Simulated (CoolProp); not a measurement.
Vapour pressure (MPa) of diethyl ether: the reference equation beside estimates from Tc = 194.7 °C, pc = 3.717 MPa, ω = 0.282. Clausius-Clapeyron is anchored at 39.35 °C with a constant enthalpy of vaporisation of 26.23 kJ/mol.

The numbers come from the reference Helmholtz-energy equation of state, Thol 2014 in CoolProp.

| T (°C) | reference | Clausius-Clapeyron | van der Waals | Soave-Redlich-Kwong |
|---|---|---|---|---|
| 15.15 | 0.04831 | 0.05151 | 0.3758 | 0.04757 |
| 27.25 | 0.07787 | 0.08004 | 0.4722 | 0.07684 |
| 39.35 | 0.1202 | 0.1202 | 0.5838 | 0.1189 |
| 51.45 | 0.1787 | 0.1751 | 0.7117 | 0.1772 |
| 63.55 | 0.2570 | 0.2483 | 0.8566 | 0.2557 |
| 75.65 | 0.3591 | 0.3436 | 1.019 | 0.3585 |
| 87.75 | 0.4893 | 0.4654 | 1.201 | 0.4901 |
| 99.85 | 0.6520 | 0.6179 | 1.402 | 0.6553 |

Absolute difference from the reference over all 8 rows, mean and median: Clausius-Clapeyron 3.7 and 3.9 %, van der Waals 318.2 and 265.8 %, Soave-Redlich-Kwong 0.8 and 0.7 %.
